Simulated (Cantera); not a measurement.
Input: 1 mol HF, 0.0071 mol SO2, 0.34 mol H2, held at 10.0 Pa.

Equilibrium computed with Cantera from the NASA thermochemical tables; the gas is ideal and each condensed phase is pure. Candidate condensed phases: H2O, H2SO4, S; 43 gas species. Equilibrium is a limit: real reactors are often held back by kinetics, nucleation or transport.

x: gas mole fraction; nothing condenses.

```tsv
T (K)	x HF	x H	x H2	x F	x H2O
1475	0.744	0.000637	0.242	4.49e-8	0.0105
1575	0.743	0.00204	0.241	2.89e-7	0.0103
1675	0.742	0.00567	0.239	1.50e-6	0.0101
1775	0.738	0.0140	0.234	6.49e-6	0.00975
1875	0.731	?	0.223	?	0.00935
1975	0.719	0.0619	0.205	8.07e-5	0.00887
2075	0.700	0.111	0.174	0.000246	0.00802
2175	0.674	0.178	0.134	0.000712	0.00633
2275	0.643	?	?	?	?
2375	0.611	0.319	0.0512	0.00565	0.00121
2475	0.579	0.366	0.0265	0.0157	0.000281
2575	0.532	0.402	0.0135	0.0401	5.82e-5
2675	0.453	0.441	0.00728	0.0877	1.27e-5
```

**Question.** What belongs in the gaps?

**Answer.** 
- 2275, x H: 0.253
- 2275, x H2: 0.0891
- 2275, x F: 0.00201
- 2275, x H2O: 0.00358
- 1875, x H: 0.0310
- 1875, x F: 2.43e-5
